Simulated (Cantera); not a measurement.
Feed: 1 mol HMDSO, a varied amount of N₂O, held at 798.15 K and 6.60 Pa.

Method: chemical equilibrium by Gibbs-energy minimisation in Cantera with the NASA 1993 tables (ideal gas, pure condensed phases). Candidate condensed phases: C, C₆H₆, C₇H₈, C₈H₁₈, H₂O, Si, SiC, SiO₂, Si₂N₂O, Si₃N₄; 151 gas species. The feed counts by its element totals alone. Rates play no part.

Task: At 4.1 mol N₂O, list the 5 most abundant gas species with their mole fractions, and the condensed phases.

Result: H₂ 0.634, N₂ 0.289, CO 0.0773, H₂O 7.93e-5, CO₂ 4.14e-5. Condensed: C(graphite) + SiO₂(α-quartz).
